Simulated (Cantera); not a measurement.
Charge: 1 mol Si, 0.78 mol Cl2, 35 mol H2, held at 510 Torr.

Equilibrium computed with Cantera from the NASA thermochemical tables; the gas is ideal and each condensed phase is pure. Candidate condensed phases: Si; 19 gas species. The tables' values for SiCl3 are old estimates; treat these amounts as uncertain. Rates play no part. All values below are at 800 °C.

Base state: H2 0.979, HCl 0.0106, SiHCl3 0.00474, SiCl4 0.00419, SiH2Cl2 0.000625, SiCl3 0.000242, SiCl2 0.000224, SiH3Cl 2.17e-5 (mole fractions); condensed: Si(s).

### Question
What changes in the equilibrium state with this change: Cl2 from 0.78 to 4 mol?

### Answer
| species | before | after |
|---|---|---|
| H2 | 0.979 | 0.866 |
| HCl | 0.0106 | 0.108 |
| SiCl4 | 0.00419 | 0.0238 |
| SiH3Cl | 2.17e-5 | 8.12e-8 |
| SiH2Cl2 | 0.000625 | 2.69e-5 |
| Si(s), mol | 0.644 | 0 |
